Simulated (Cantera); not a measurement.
A freely propagating, adiabatic, planar premixed flame of C₃H₈ : O₂ : N₂ = 1 : 5.38 : 26.9 (molar parts), unburnt at 575 K and 3.40 bar; mixture-averaged transport, grid criteria slope 0.08 and curve 0.16, no radiation.

Model: GRI-Mech 3.0 (53 species, 325 reactions), integrated in Cantera. GRI-Mech 3.0 was tuned for natural gas; its chemistry of propane as a main component is partial and can be far from experiment. Burning velocities carry a grid error of a few per cent, more on coarse grids.

### Question
How do the results move with these cheaper or finer settings: unity-Lewis-number transport; multicomponent transport; multicomponent+Soret transport; grid criteria slope 0.5, curve 1; grid criteria slope 0.25, curve 0.5; grid criteria slope 0.03, curve 0.06?

### Answer
```csv
setting,laminar burning velocity,thermal thickness,peak x(CO),peak x(CH₄),grid points
as above,61.9 cm/s,0.149 mm,0.0426,0.00198,140
unity-Lewis-number transport,49.6 cm/s,0.162 mm,0.0365,0.00122,133
multicomponent transport,62.2 cm/s,0.150 mm,0.0427,0.00199,140
multicomponent+Soret transport,61.4 cm/s,0.151 mm,0.0426,0.00191,140
"grid criteria slope 0.5, curve 1",71.6 cm/s,0.163 mm,0.0439,0.00204,32
"grid criteria slope 0.25, curve 0.5",65.6 cm/s,0.154 mm,0.0430,0.00200,52
"grid criteria slope 0.03, curve 0.06",60.7 cm/s,0.148 mm,0.0422,0.00196,311
```
The base run took roughly 9 core-seconds.
Unity Lewis numbers drop preferential diffusion, which matters most where H2 and H carry the flame; Soret adds thermal diffusion.
